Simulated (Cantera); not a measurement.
# Adiabatic ignition

An adiabatic, constant-pressure homogeneous reactor starts with C3H8 : O2 : N2 : H2O = 1 : 8.33 : 31.3 : 0.054 (molar parts), equivalence ratio 0.60, at 1425 K and 360 Torr.

Model: GRI-Mech 3.0 (53 species, 325 reactions), integrated in Cantera. GRI-Mech 3.0 was tuned for natural gas; its chemistry of propane as a main component is partial and can be far from experiment.

```tsv
t (s)	T (K)	x C3H8	x O2	x CH2	x C2H2	x CO	x C2H
6.00e-6	1424	0.0245	0.205	2.47e-9	1.03e-9	7.24e-8	<1e-12
1.26e-5	1423	0.0243	0.205	1.18e-8	1.22e-8	7.23e-7	<1e-12
2.64e-5	1421	0.0238	0.204	5.99e-8	1.40e-7	7.74e-6	<1e-12
5.53e-5	1420	0.0225	0.204	1.80e-7	1.54e-6	8.02e-5	5.70e-12
0.000116	1423	0.0188	0.201	3.91e-7	1.43e-5	0.000624	9.36e-11
0.000243	1733	0.000165	0.149	3.86e-5	0.00149	0.0334	1.90e-6
0.000510	2206	<1e-12	0.0816	<1e-12	<1e-12	0.0224	<1e-12
0.00107	2368	<1e-12	0.0807	<1e-12	<1e-12	0.0166	<1e-12
0.00224	2464	<1e-12	0.0797	<1e-12	<1e-12	0.0118	<1e-12
0.00470	2483	<1e-12	0.0790	<1e-12	<1e-12	0.0106	<1e-12
0.00986	2481	<1e-12	0.0779	<1e-12	<1e-12	0.0105	<1e-12
0.0207	2477	<1e-12	0.0763	<1e-12	<1e-12	0.0104	<1e-12
0.0434	2472	<1e-12	0.0747	<1e-12	<1e-12	0.0103	<1e-12
0.0910	2471	<1e-12	0.0740	<1e-12	<1e-12	0.0102	<1e-12
0.191	2471	<1e-12	0.0740	<1e-12	<1e-12	0.0102	<1e-12
0.400	2471	<1e-12	0.0740	<1e-12	<1e-12	0.0102	<1e-12
```
x: mole fraction; the columns are a selection and need not sum to one.

* **time of steepest temperature rise**: 0.250 ms
* **temperature at 0.400 s**: 2471 K
* **equilibrium temperature**: 2471 K
* **x(C3H8) at 0.400 s**: <1e-12 (gas-phase equilibrium <1e-12)
* **x(O2) at 0.400 s**: 0.0740 (gas-phase equilibrium 0.0740)
* **x(CH2) at 0.400 s**: <1e-12 (gas-phase equilibrium <1e-12)
